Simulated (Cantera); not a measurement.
A closed system holds: 1 mol Si(CH3)4, 0.02 mol C3H8, 32 mol H2, held at 10.0 Torr.

These are equilibrium values from Cantera (NASA tables, ideal gas, pure condensed phases), not measurements of a reactor. Candidate condensed phases: C, C6H6, C7H8, C8H18, Si, SiC; 87 gas species. Gases not in the tables: Si2H6 and higher silanes. Rates play no part.

Over these rows the condensed part is C(graphite) + SiC(s). Partial pressures as log10 of bar:

```csv
T (K),1000/T (1/K),log p C2H2 (acetylene),log p H2
1200,0.8333,-8.86,-1.88
1400,0.7143,-7.47,-1.88
1600,0.6250,-6.44,-1.88
1800,0.5556,?,-1.88
2000,0.5000,-5.00,-1.88
2200,0.4545,-4.49,-1.90
```

Fit log p(C2H2 (acetylene)) = a + b·(1000/T) to the five rows, give the apparent enthalpy, and predict the row at 1800 K.

Means: 1000/T = 0.6254, log p = -6.452. Sxy = -1.108515, Sxx = 0.0960577, so b = -11.54 and a = -6.452 − (-11.54)×0.6254 = 0.77.
Apparent enthalpy: −19.145 × (-11.54) = 221 kJ/mol. With the condensed phases at unit activity, 2 C(graphite) + H2(g) = C2H2 (acetylene)(g) links this pressure to the main gases: over the six rows their terms move log p by -0.02 in all, so the slope is close to that reaction's ΔH°. The five rows lie within 0.02 of the line.
Prediction at 1800 K: 0.77 + (-11.54)×0.5556 = -5.64. The computed value is -5.63, 0.01 from the line.
